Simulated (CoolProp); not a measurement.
Ethanol along the isotherm 286.5 K: density (kg/m³) from the reference equation and from simpler models built on Tc = 514.7 K, pc = 62.68 bar, ω = 0.644; each cubic takes its own stable root.

Computed with CoolProp (reference Helmholtz-energy equation of state, Schroeder 2014).

| p (bar) | phase | reference |
|---|---|---|
| 10.4 | liquid | 795.9 |
| 20.9 | liquid | 796.8 |
| 31.3 | liquid | 797.6 |
| 41.8 | liquid | 798.5 |
| 52.2 | liquid | 799.4 |
| 62.7 | liquid | 800.2 |
| 73.1 | liquid | 801.0 |
| 83.6 | liquid | 801.9 |
| 94 | liquid | 802.7 |

Q: How far does each simpler model (van der Waals, Redlich-Kwong, Soave-Redlich-Kwong, Peng-Robinson) lie from the reference over these 9 states: mean and median of the absolute difference, and the worst?

A: 
- van der Waals: mean 45.7 %, median 45.7 %, worst -46.1 % at 286.5 K and 10.4 bar
- Redlich-Kwong: mean 20.3 %, median 20.3 %, worst -20.4 % at 286.5 K and 10.4 bar
- Soave-Redlich-Kwong: mean 15.1 %, median 15.1 %, worst -15.2 % at 286.5 K and 94 bar
- Peng-Robinson: mean 4.6 %, median 4.6 %, worst -4.8 % at 286.5 K and 94 bar
